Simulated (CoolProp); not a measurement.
Vapour-liquid equilibrium of acetone (1) + toluene (2) at 0.524 MPa; x and y are mole fractions of (1).

The numbers come from the multi-fluid Helmholtz-energy mixture model, Lemmon 2006 and Lemmon 2006; pair parameters Bell 2016 in CoolProp.

| x | bubble temperature (K) | y at the bubble point | dew temperature at overall composition x (K) | liquid density (mol/L) |
|---|---|---|---|---|
| 0.05 | 445.0 | 0.182 | 451.5 | 7.812 |
| 0.2 | 426.2 | 0.505 | 444.0 | 8.363 |
| 0.35 | 414.3 | 0.673 | 435.8 | 8.885 |
| 0.5 | 405.9 | 0.779 | 426.6 | 9.421 |
| 0.65 | 399.2 | 0.857 | 416.1 | 9.998 |
| 0.8 | 393.6 | 0.923 | 404.1 | 10.64 |
| 0.95 | 388.6 | 0.981 | 391.2 | 11.36 |

No azeotrope shows between x = 0.05 and 0.95.

The pair parameters rest on a limited set of measurements; away from them the model extrapolates.
